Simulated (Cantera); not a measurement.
Source: NASA polynomial tables (part measured, part estimated), evaluated in Cantera. Values are per mole of reaction as written; species without (g) are pure solids or liquids, kept so even where they would boil at 1 bar. VN: taken at fixed stoichiometry.

2 VN + 4 OH(g) ⇌ V2O4 + 4 H(g) + 2 N(g)

| T (K) | ΔH° (kJ) | ΔS° (J/K) | ΔG° (kJ) | log10 K | condensed phases |
|---|---|---|---|---|---|
| 1250 | 729.0 | 165.3 | 522.3 | -21.83 | VN(s), V2O4(s) |
| 1325 | 732.7 | 168.2 | 509.8 | -20.10 | VN(s), V2O4(s) |
| 1400 | ? | ? | ? | ? | VN(s), V2O4(s) |
| 1475 | 739.9 | 173.4 | 484.2 | -17.15 | VN(s), V2O4(s) |
| 1550 | ? | ? | ? | ? | VN(s), V2O4(s) |
| 1625 | ? | ? | ? | ? | VN(s), V2O4(s) |
| 1700 | 750.0 | 179.7 | 444.4 | -13.66 | VN(s), V2O4(s) |
| 1775 | 753.1 | 181.5 | 430.9 | -12.68 | VN(s), V2O4(s) |
| 1850 | 869.4 | 245.5 | 415.2 | -11.72 | VN(s), V2O4(l) |

Question: Complete the blanks.

Answer: 
- 1400, ΔH° (kJ): 736.4
- 1400, ΔS° (J/K): 170.9
- 1400, ΔG° (kJ): 497.1
- 1400, log10 K: -18.55
- 1550, ΔH° (kJ): 743.3
- 1550, ΔS° (J/K): 175.6
- 1550, ΔG° (kJ): 471.1
- 1550, log10 K: -15.88
- 1625, ΔH° (kJ): 746.7
- 1625, ΔS° (J/K): 177.7
- 1625, ΔG° (kJ): 457.8
- 1625, log10 K: -14.72
